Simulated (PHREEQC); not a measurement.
1.5 g of hydrous ferric oxide (600 m²/g; 0.2 weak and 0.005 strong sites per Fe, Dzombak-Morel constants, diffuse double layer) in 1 kg of water with 0.01 mol/kgw of an inert sodium salt and 0.22 mmol/kgw NaF, at 25 °C; the pH is set by adding NaOH or the inert anion's acid. O2 is buffered at 0.21 atm. CO2 from the air is kept out. Nothing may precipitate in this run.

Base run: PHREEQC, ion-association model, wateq4f.dat. Each further column changes one thing. The table gives surface potential ψ (mV).

```
pH    base  background salt from 0.01 to 0.001 mol/kgw  oxide from 1.5 to 7.5 g/kgw  0.0011 mol/kgw CaCl2 added
----  ----  ------------------------------------------  ---------------------------  --------------------------
3      197                                         222                          191                  (withheld)
4.33   171                                         190                          170                  (withheld)
5.67   120                                         130                          123                  (withheld)
7       58                                          60                           59                          59
8.33   -13                                         -13                          -12                  (withheld)
9.67   -84                                         -89                   (withheld)                         -40
11    -142                                        -154                   (withheld)                        -101
```

Question: Fill in the missing entries.

Answer: 
- 3, 0.0011 mol/kgw CaCl2 added: 192
- 4.33, 0.0011 mol/kgw CaCl2 added: 167
- 5.67, 0.0011 mol/kgw CaCl2 added: 118
- 8.33, 0.0011 mol/kgw CaCl2 added: 2
- 9.67, oxide from 1.5 to 7.5 g/kgw: -83
- 11, oxide from 1.5 to 7.5 g/kgw: -141

The oxide is taken as insoluble; below pH 4 it would dissolve.
